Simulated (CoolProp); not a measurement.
Values from CoolProp's reference Helmholtz-energy equation of state, Fiedler 2023.

### Question
For tetrahydrofuran, give the phase and the density (kg/m³), cv (kJ/(kg K)), isothermal compressibility (1/MPa), expansivity (1/kK) at 163.15 °C and 16200 kPa.

### Answer
- 163.15 °C and 16200 kPa: liquid; density 746, cv 1.68, isothermal compressibility 0.00263, expansivity 1.58
